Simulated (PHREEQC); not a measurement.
0.013 g of hydrous ferric oxide (600 m²/g; 0.2 weak and 0.005 strong sites per Fe, Dzombak-Morel constants, diffuse double layer) in 1 kg of water with 0.1 mol/kgw of an inert sodium salt and 1.9e-07 mol CaCl2 and 1.1e-06 mol CuSO4, at 25 °C; the pH is set by adding NaOH or the inert anion's acid. O2 is buffered at 0.21 atm. CO2 from the air is kept out. Precipitation was switched off in this run.

Base run: PHREEQC, ion-association model, wateq4f.dat. Each further column changes one thing. The table gives Cu sorbed (%).

```csv
pH,base,no electrostatic term (-no_edl),background salt from 0.1 to 0.01 mol/kgw,oxide from 0.013 to 0.065 g/kgw,0.0001 mol/kgw NaH2PO4 added
3,0.0,0.0,0.0,0.0,0.0
4,0.1,0.1,0.1,0.6,0.1
5.5,30.7,45.1,31.2,72.7,37.8
6.5,91.6,97.5,91.8,99.2,95.1
7.5,98.6,99.5,98.4,99.9,99.5
8.5,98.1,96.4,98.2,99.8,99.2
10,94.6,17.8,96.9,99.6,94.8
11,83.6,0.3,93.9,98.4,83.6
```

The database's constant for dissolved Cu(OH)2 is higher than later reviews accept. The oxide is taken as insoluble; below pH 4 it would dissolve. H3PO4, which wateq4f.dat lacks, is added to it with the constant of phreeqc.dat. The database has no phosphate complexes of Cu.
